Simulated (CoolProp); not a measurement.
Values from CoolProp's reference Helmholtz-energy equation of state, Lemmon 2005. It is a short technical equation, of lower accuracy than the large ones.

Task: Give the vapour pressure (kPa), vapour density (kg/m³), enthalpy of vaporisation (kJ/kg), surface tension (mN/m) of saturated isobutene at 250.7 K.

Result: 
| T (K) | p (kPa) | vapour density (kg/m³) | enthalpy of vaporisation (kJ/kg) | surface tension (mN/m) |
|---|---|---|---|---|
| 250.7 | 53.0 | 1.47 | 406 | 17.7 |

Surface tension comes from a separate correlation (Mulero 2012).
